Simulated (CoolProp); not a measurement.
A Linde-Hampson liquefier for oxygen: isothermal reversible compression at 280 K from 1 atm to 20 MPa, throttling to 1 atm, return gas leaving the recuperator 5 K below the feed. Each further row changes one setting.

Values from CoolProp's reference Helmholtz-energy equation of state, Schmidt 1985.

| case | liquid yield per pass | compression work (kJ/kg of gas) |
|---|---|---|
| as stated | 0.118 | 375 |
| high pressure 40 MPa | 0.175 | 423 |
| warm-end temperature 310 K | 0.086 | 420 |
| warm-end gap 10 K | 0.107 | 375 |

Above 300 K oxygen's equation is extrapolated.
